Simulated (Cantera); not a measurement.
Input: 1 mol Si2Cl6, 5 mol NH3, 4.5 mol N2, equilibrated at 24.0 Pa.

Equilibrium computed with Cantera from the NASA thermochemical tables; the gas is ideal and each condensed phase is pure. Candidate condensed phases: NH4Cl, Si, Si3N4; 28 gas species. The feed counts by its element totals alone. The tables' values for SiCl, SiCl3, SiN are old estimates; treat these amounts as uncertain. Rates play no part.

At 1825 K, list the 4 most abundant gas species with their mole fractions, and the condensed phases.

N2 0.390, H2 0.343, HCl 0.134, SiCl2 0.0962. Condensed: gas only.
